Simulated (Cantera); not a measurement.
A perfectly stirred reactor is fed with H₂ : O₂ : N₂ = 1 : 0.357 : 1.34 (molar parts), equivalence ratio 1.4, at 623 Torr; it is adiabatic with a 350 K inlet, and is followed from long to short residence time, starting on the burning branch (τ in s: 0.4, 0.2, 0.099, 0.049, 0.024, 0.012, 0.006, 0.003, 0.0015, 0.00074, 0.00037, 0.00018, 9.1e-05).

Model: GRI-Mech 3.0 (53 species, 325 reactions), integrated in Cantera.

Q: What does this change do: 0.037 parts CO2 added?

A: 
| quantity | before | after |
|---|---|---|
| blow-out, bracketed by the residence times tried | burning at 91.0 µs, the shortest tried | burning at 91.0 µs, the shortest tried |
| x(H₂) at τ = 0.400 s | 0.121 | 0.109 |
| x(O₂) at τ = 0.400 s | 5.44e-5 | 5.01e-5 |
| x(H₂O) at τ = 0.400 s | 0.302 | 0.308 |
| x(O) at τ = 0.400 s | 4.70e-5 | 3.66e-5 |
| x(HO₂) at τ = 0.400 s | 3.04e-8 | 2.62e-8 |
| x(H₂) at τ = 6.00 ms | 0.118 | 0.107 |
| x(O₂) at τ = 6.00 ms | 0.000627 | 0.000707 |
| x(H₂O) at τ = 6.00 ms | 0.294 | 0.300 |
| x(O) at τ = 6.00 ms | 0.000485 | 0.000486 |
| x(HO₂) at τ = 6.00 ms | 3.84e-7 | 4.35e-7 |
